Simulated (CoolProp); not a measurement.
Cyclohexane along the isobar 1910 kPa: density (kg/m³) from the reference equation and from simpler models built on Tc = 553.6 K, pc = 4081 kPa, ω = 0.209; each cubic takes its own stable root.

Computed with CoolProp (reference Helmholtz-energy equation of state, Zhou 2014).

```csv
T (K),phase,reference,van der Waals,Soave-Redlich-Kwong
296.7,liquid,776.9,482.7,724.4
311.9,liquid,762.6,475.0,712.6
327.2,liquid,748.0,466.9,700.0
342.5,liquid,733.1,458.5,686.6
357.8,liquid,717.9,449.6,672.4
373,liquid,702.4,440.3,657.3
388.3,liquid,686.3,430.4,641.0
403.6,liquid,669.7,419.7,623.5
418.9,liquid,652.3,408.2,604.6
434.1,liquid,634.0,395.6,584.0
449.4,liquid,614.3,381.3,561.1
464.7,liquid,592.9,58.05,535.5
480,liquid,568.8,53.85,506.0
```

At some of these states van der Waals gives the other phase, because its saturation line lies elsewhere.
